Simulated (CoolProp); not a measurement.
Properties of c-C4F8 (RC318) at several states (Tc = 388.4 K, pc = 2778 kPa, ω = 0.355).

Values from CoolProp's reference Helmholtz-energy equation of state, Platzer 1990. This equation is an older, rougher fit.

| T (K) | p (kPa) | phase | Z | viscosity (µPa s) | conductivity (mW/(m K)) |
|---|---|---|---|---|---|
| 476.7 | 69.8 | gas | 0.9961 | 18.2 | 24.4 |
| 420.7 | 812 | gas | 0.9236 | 16.6 | 21.2 |
| 372.4 | 66.5 | gas | 0.9908 | 14.4 | 17.2 |

Viscosity comes from a separate model (Huber 2003), an estimate that may be off by 10 % or more. Thermal conductivity comes from a separate model (Huber 2003), an estimate that may be off by 10 % or more.
